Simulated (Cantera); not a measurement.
A perfectly stirred reactor is fed with H₂ : O₂ : N₂ = 0.19 : 1 : 0.76 (molar parts), equivalence ratio 0.095, at 13.5 Torr; it is held at 1298 K, and followed from long to short residence time.

Model: the H2/O2 subset of GRI-Mech 3.0, which has no nitrogen chemistry, integrated in Cantera. Radical loss at walls, strong at low pressure, is not modelled. The temperature is held fixed by assumption; the heat of reaction is taken as removed at once.

x: mole fraction; the columns are a selection and need not sum to one.

```json
[
 {"τ (s)": "3.3", "x H₂": "0.000174", "x O₂": "0.486", "x H₂O₂": "7.20e-8", "x H₂O": "0.101", "x OH": "0.00134", "x HO₂": "1.26e-6"},
 {"τ (s)": "1.1", "x H₂": "0.000352", "x O₂": "0.485", "x H₂O₂": "9.82e-8", "x H₂O": "0.101", "x OH": "0.00192", "x HO₂": "1.88e-6"},
 {"τ (s)": "0.34", "x H₂": "___", "x O₂": "0.483", "x H₂O₂": "___", "x H₂O": "0.0992", "x OH": "___", "x HO₂": "___"},
 {"τ (s)": "0.11", "x H₂": "0.00142", "x O₂": "0.478", "x H₂O₂": "1.54e-7", "x H₂O": "0.0962", "x OH": "0.00391", "x HO₂": "3.25e-6"},
 {"τ (s)": "0.035", "x H₂": "0.00259", "x O₂": "0.470", "x H₂O₂": "1.68e-7", "x H₂O": "0.0909", "x OH": "0.00523", "x HO₂": "3.67e-6"},
 {"τ (s)": "0.011", "x H₂": "___", "x O₂": "0.461", "x H₂O₂": "1.72e-7", "x H₂O": "___", "x OH": "___", "x HO₂": "3.81e-6"},
 {"τ (s)": "0.0036", "x H₂": "0.00688", "x O₂": "0.457", "x H₂O₂": "1.82e-7", "x H₂O": "0.0758", "x OH": "0.00746", "x HO₂": "3.81e-6"},
 {"τ (s)": "0.0012", "x H₂": "0.0125", "x O₂": "0.459", "x H₂O₂": "2.12e-7", "x H₂O": "0.0676", "x OH": "0.00852", "x HO₂": "3.77e-6"}
]
```

Problem. Complete the blanks.

Solution. 
- 0.34, x H₂: 0.000732
- 0.34, x H₂O₂: 1.29e-7
- 0.34, x OH: 0.00280
- 0.34, x HO₂: 2.61e-6
- 0.011, x H₂: 0.00429
- 0.011, x H₂O: 0.0833
- 0.011, x OH: 0.00646
